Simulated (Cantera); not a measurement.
Input: 1 mol Ti, 3 mol H2O, 1.9 mol H2, at 1325 K and 0.100 bar.

Equilibrium computed with Cantera from the NASA thermochemical tables; the gas is ideal and each condensed phase is pure. Candidate condensed phases: H2O, Ti, TiO, TiO2, Ti2O3, Ti3O5, Ti4O7; 12 gas species. Gases not in the tables: TiO(OH)2. Rates play no part.

Base state: H2 0.796, H2O 0.204 (mole fractions); condensed: TiO2(rutile).

Q: What changes in the equilibrium state with this change: Ti replaced by Ti(OiPr)4?

A: 
```
species            before     after
-----------------  ------  --------
H2                  0.796     0.779
CO                      0     0.220
CH4                     0  0.000408
H2O                 0.204  0.000123
CO2                     0   1.87e-5
TiO2(rutile), mol    1.00         0
C(graphite), mol        0      6.66
Ti3O5(s), mol           0     0.333
```
The feed counts by its element totals alone. Further candidate phases: C, C6H6, C7H8, C8H18, TiC.
